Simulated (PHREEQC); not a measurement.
# Brine: an equilibrium model

Dissolve 0.72 mol/kgw H2SO4 and 0.52 mol/kgw KCl at 20 °C. Closed to the air; pH follows from the charge balance.

Equilibrium calculation in PHREEQC: Pitzer model, pitzer.dat.

The pH is 0.04 and the ionic strength is 1.58 mol/kgw. The activity of water comes out as 0.955. The density is 1.064 g/cm³. The osmotic coefficient comes out as 0.961 and the total alkalinity is -1440 meq/kg.

```csv
species,molality,activity,log γ
H+,0.888,0.920,0.016
HSO4-,0.552,0.344,-0.205
Cl-,0.520,0.301,-0.238
K+,0.520,0.347,-0.175
SO4-2,0.168,0.00451,-1.571
```

No solid was allowed to form. In brines, pH and single-ion activities rest on the MacInnes convention.
